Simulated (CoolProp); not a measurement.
Vapour-liquid equilibrium of cyclopropane (1) + R134a (2) at 1.13 MPa; x and y are mole fractions of (1).

The numbers come from the multi-fluid Helmholtz-energy mixture model, Polt 1992 and Tillner-Roth 1994; pair parameters Bell 2016 in CoolProp. This equation is an older, rougher fit; its heat capacities, sound speeds and derivatives of the liquid may be far off and weren't checked against measurements.

Problem. Give the bubble temperature and the first vapour's composition at x = 0.15, 0.35, 0.75. Is there an azeotrope?

Solution. x = 0.15: 310.3 K, y = 0.251; x = 0.35: 306.1 K, y = 0.436; x = 0.75: 306.2 K, y = 0.665. y crosses x between x = 0.45 and 0.55: the model has an azeotrope there.

The pair parameters rest on a limited set of measurements; away from them the model extrapolates.
